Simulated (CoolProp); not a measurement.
Vapour-liquid equilibrium of R143a (1) + R134a (2) at -87.35 °C; x and y are mole fractions of (1).

Model: multi-fluid Helmholtz-energy mixture model, Lemmon and Jacobsen 2000 and Tillner-Roth 1994; pair parameters Lemmon 2004, in CoolProp.

```
x     bubble pressure, mixture model (kPa)  bubble pressure, Raoult's law (kPa)  y, mixture model  y, Raoult's law
----  ------------------------------------  -----------------------------------  ----------------  ---------------
0.05                                 2.293                                2.313        (withheld)            0.201
0.15                            (withheld)                                3.049             0.450            0.458
0.25                                 3.736                                3.785             0.610            0.614
0.35                                 4.477                                4.520        (withheld)            0.720
0.45                                 5.222                                5.256             0.796            0.796
0.55                            (withheld)                                5.992             0.854            0.854
0.65                                 6.712                                6.727             0.899            0.899
0.75                                 7.453                                7.463             0.935            0.935
0.85                            (withheld)                                8.199             0.964            0.964
0.95                                 8.932                                8.934             0.989            0.989
```

Q: What belongs in the gaps?

A: 
- 0.05, y, mixture model: 0.194
- 0.15, bubble pressure, mixture model (kPa): 3.006
- 0.35, y, mixture model: 0.718
- 0.55, bubble pressure, mixture model (kPa): 5.968
- 0.85, bubble pressure, mixture model (kPa): 8.192

The largest gap from Raoult's law is -1.4 % in bubble pressure, at x = 0.15. No azeotrope shows between x = 0.05 and 0.95.

The pair parameters rest on a limited set of measurements; away from them the model extrapolates.
